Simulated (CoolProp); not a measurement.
Saturated liquid density (kg/m³) of n-nonane: the reference equation beside estimates from Tc = 594.5 K, pc = 2.282 MPa, ω = 0.443. Rackett uses Z = 0.29056 − 0.08775 ω.

Values from CoolProp's reference Helmholtz-energy equation of state, Lemmon 2006. It is a short technical equation, of lower accuracy than the large ones.

```
T (K)  reference  Rackett  van der Waals  Redlich-Kwong  Peng-Robinson
-----  ---------  -------  -------------  -------------  -------------
313.6      701.8    716.5          382.1          566.3          665.7
342.6      678.6    692.4          370.8          547.2          648.8
371.6      654.7    667.2          358.6          526.2          629.5
400.5      630.0    640.7          345.5          503.3          607.4
429.5      603.8    612.4          331.2          477.9          581.6
458.5      575.5    581.7          315.4          449.6          551.3
487.4      544.4    548.0          297.6          417.7          515.2
516.4      508.5    509.4          277.1          380.6          470.7
545.4      464.0    462.9          252.1          336.0          413.5
```

Absolute difference from the reference over all 9 rows, mean and median: Rackett 1.3 and 1.4 %, van der Waals 45.3 and 45.3 %, Redlich-Kwong 21.9 and 20.9 %, Peng-Robinson 5.4 and 4.4 %.
